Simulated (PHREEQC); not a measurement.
Dissolve 0.011 mol/kgw Ag2SO4 and 0.11 mol/kgw Zn(NO3)2 at 25 °C. It is in equilibrium with CO2 at log p = -2 (atm). Otherwise closed; pH follows from the charge balance.

The numbers come from PHREEQC with the ion-association model, wateq4f.dat.

Q: The ionic strength comes out as 0.336 mol/kgw. What activity coefficients do NO3-, Ag+, HCO3-, H+, AgSO4- get?

A: NO3- 0.65, Ag+ 0.73, HCO3- 0.71, H+ 0.78, AgSO4- 0.73.

Precipitation was switched off in this run.
